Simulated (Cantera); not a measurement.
A Cantera script and what it prints.

```python
import numpy as np
import cantera as ct

gas_names = """
    SiO O3
""".split()
cond_names = """
    Si(cr) Si(L)
""".split()


# ... load() reads the species with a 1 bar reference pressure and builds the phases ...
species = {s.name: s for s in load("nasa_gas.yaml", gas_names) + load("nasa_condensed.yaml", cond_names)}
# Each term lists the table entries of one substance; the one whose range holds T is used.
reactions = {
    '3 SiO(g) = 3 Si + O3(g)':
        [(-3, ['SiO']), (3, ['Si(cr)', 'Si(L)']), (1, ['O3'])],
}


def pick(names, T):
    return next(species[n] for n in names if species[n].thermo.min_temp <= T <= species[n].thermo.max_temp)


results = []
for label, terms in reactions.items():
    print(label)
    print("     T/K   dH/kJ  dS/(J/K)   dG/kJ   log10 K")
    for T in [300, 873, 973, 1073, 1173, 1273, 1373, 1473]:
        used = [(nu, pick(names, T)) for nu, names in terms]
        dH = sum(nu * s.thermo.h(T) for nu, s in used) / 1e6
        dS = sum(nu * s.thermo.s(T) for nu, s in used) / 1e3
        dG = dH - T * dS / 1e3
        logK = -dG * 1e6 / (ct.gas_constant * T * np.log(10))
        results.append((label, T, dH, dS, dG, logK, [s.name for _, s in used]))
        print(f"{T:8g} {dH:8.1f} {dS:8.1f} {dG:8.1f} {logK:8.2f}")
```

Result:

```
3 SiO(g) = 3 Si + O3(g)
     T/K   dH/kJ  dS/(J/K)   dG/kJ   log10 K
     300    443.1   -339.2    544.8   -94.86
     873    455.6   -317.4    732.7   -43.84
     973    458.4   -314.4    764.3   -41.03
    1073    461.2   -311.6    795.6   -38.73
    1173    464.1   -309.0    826.6   -36.81
    1273    467.1   -306.6    857.4   -35.18
    1373    470.1   -304.3    887.9   -33.78
    1473    473.4   -302.0    918.2   -32.56
```

Cantera with NASA thermochemical tables; ideal gases at 1 bar, condensed phases pure. Condensed species are held in their standard states even where they would react or evaporate.
